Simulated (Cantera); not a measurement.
**Fe + Cl₂ + H₂ (chemical vapour transport)**

Feed: 1 mol Fe, 0.3 mol Cl₂, 4.1 mol H₂, held at 0.100 bar.

These are equilibrium values from Cantera (NASA tables, ideal gas, pure condensed phases), not measurements of a reactor. Candidate condensed phases: Fe, FeCl₂, FeCl₃; 11 gas species. The numbers say what is thermodynamically allowed, not how fast it happens.

From 777 °C to 877 °C the condensed part is Fe(α). From 927 °C to 1127 °C the condensed part is Fe(γ). The main Fe-bearing gas is FeCl₂ throughout. The share of Fe in condensed phases is highest at 777 °C (98.2 %) and lowest at 1127 °C (95.7 %).

```tsv
T (°C)	log p H₂	log p HCl	log p FeCl₂	log p H	log p Fe₂Cl₄	log p Cl	log p FeCl₃	n Fe(α)	n Fe(γ)
777	-1.06	-1.89	-3.38	-8.62	-6.06	-9.49	-7.60	0.982	0
827	-1.06	-1.90	-3.31	-8.12	-6.23	-9.00	-7.56	0.978	0
877	-1.06	-1.90	-3.24	-7.66	-6.39	-8.56	-7.54	0.975	0
927	-1.06	-1.91	-3.18	-7.23	-6.55	-8.15	-7.52	0	0.971
977	-1.06	-1.91	-3.13	-6.85	-6.70	-7.77	-7.50	0	0.968
1027	-1.06	-1.92	-3.09	-6.49	-6.83	-7.42	-7.49	0	0.964
1077	-1.06	-1.93	-3.05	-6.15	-6.96	-7.10	-7.47	0	0.961
1127	-1.06	-1.93	-3.01	-5.84	-7.08	-6.80	-7.46	0	0.957
```
log p: log10 of the partial pressure in bar; n: condensed amount in mol.
